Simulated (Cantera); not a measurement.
A freely propagating, adiabatic, planar premixed flame of CH₄ : O₂ : N₂ = 1 : 2.27 : 9.55 (molar parts), equivalence ratio 0.88, unburnt at 650 K and 0.910 bar; mixture-averaged transport, grid criteria slope 0.08 and curve 0.16, no radiation.

Computed with Cantera and GRI-Mech 3.0 (53 species, 325 reactions). Burning velocities carry a grid error of a few per cent, more on coarse grids.

How do the results move with these cheaper or finer settings: unity-Lewis-number transport; multicomponent transport; multicomponent+Soret transport; grid criteria slope 0.5, curve 1; grid criteria slope 0.25, curve 0.5; grid criteria slope 0.03, curve 0.06?


```tsv
setting	laminar burning velocity	thermal thickness	peak x(H₂)	peak x(CH₂O)	grid points
as above	124 cm/s	0.402 mm	0.0160	0.000981	142
unity-Lewis-number transport	95.1 cm/s	0.436 mm	0.0159	0.000810	132
multicomponent transport	125 cm/s	0.407 mm	0.0161	0.000987	142
multicomponent+Soret transport	123 cm/s	0.408 mm	0.0153	0.000982	142
grid criteria slope 0.5, curve 1	137 cm/s	0.452 mm	0.0162	0.000960	42
grid criteria slope 0.25, curve 0.5	129 cm/s	0.416 mm	0.0162	0.000980	57
grid criteria slope 0.03, curve 0.06	122 cm/s	0.399 mm	0.0159	0.000983	343
```
The base run took around 5 core-seconds (rough).
Unity Lewis numbers drop preferential diffusion, which matters most where H2 and H carry the flame; Soret adds thermal diffusion.
